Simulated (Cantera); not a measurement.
Input: 1 mol PbO, 850 mol H2, 1.4 mol N2, at 2200 K and 36.0 Pa.

Method: chemical equilibrium by Gibbs-energy minimisation in Cantera with the NASA 1993 tables (ideal gas, pure condensed phases). Candidate condensed phases: H2O, Pb, PbO, PbO2, Pb3O4; 27 gas species. Kinetics and transport are ignored.

Base state: H2 0.741, H 0.256, N2 0.00143, Pb 0.00102, H2O 0.000965, OH 4.65e-5, O 1.12e-5 (mole fractions); condensed: gas only.

Question: What changes in the equilibrium state with this change: PbO replaced by Cr2O3?

Answer: 
```csv
species,before,after
H2,0.741,0.738
H,0.256,0.255
H2O,0.000965,0.00289
Cr,0,0.00204
Pb,0.00102,0
O,1.12e-5,3.35e-5
OH,4.65e-5,0.000139
N2,0.00143,0.00143
```
Further candidate phases: Cr, CrN, Cr2N, Cr2O3.

Question: What changes in the equilibrium state with this change: temperature from 2200 K to 1523.15 K?

Answer: 
```json
[
 {"species": "H2", "before": "0.741", "after": "0.995"},
 {"species": "N2", "before": "0.00143", "after": "0.00164"},
 {"species": "H", "before": "0.256", "after": "0.00122"},
 {"species": "Pb", "before": "0.00102", "after": "0.00117"},
 {"species": "O", "before": "1.12e-5", "after": "<1e-9"},
 {"species": "OH", "before": "4.65e-5", "after": "4.42e-8"},
 {"species": "H2O", "before": "0.000965", "after": "0.00117"}
]
```

Question: What changes in the equilibrium state with this change: temperature from 2200 K to 1300 K?

Answer: 
```csv
species,before,after
H2,0.741,0.996
N2,0.00143,0.00164
H2O,0.000965,0.00117
H,0.256,5.82e-5
Pb,0.00102,0.00117
OH,4.65e-5,<1e-9
O,1.12e-5,<1e-9
```
